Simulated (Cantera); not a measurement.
A perfectly stirred reactor is fed with 1.96 % C2H4, 98.0 % H2, at 180000 Pa; it is held at 1573 K, and followed from long to short residence time.

Computed with Cantera and GRI-Mech 3.0 (53 species, 325 reactions). GRI-Mech 3.0 was tuned for natural gas; its chemistry of ethylene as a main component is partial and can be far from experiment. GRI-Mech 3.0 stops at C3 and has no aromatics, soot or wall deposition, so with more carbon than oxygen in the feed, carbon stays in small species such as C2H2 where larger ones or solid carbon would form.

### Question
Predict: x(C2H4) at τ = 8.00 s; x(H2) at τ = 8.00 s; x(CH4) at τ = 8.00 s; x(C2H4) at τ = 34.0 ms; x(H2) at τ = 34.0 ms; x(C2H) at τ = 34.0 ms; x(CH4) at τ = 34.0 ms.

### Answer
| Quantity | Value |
|---|---|
| x(C2H4) at τ = 8.00 s | 0.000678 |
| x(H2) at τ = 8.00 s | 0.964 |
| x(CH4) at τ = 8.00 s | 0.0328 |
| x(C2H4) at τ = 34.0 ms | 0.00367 |
| x(H2) at τ = 34.0 ms | 0.977 |
| x(C2H) at τ = 34.0 ms | 1.83e-9 |
| x(CH4) at τ = 34.0 ms | 0.00760 |
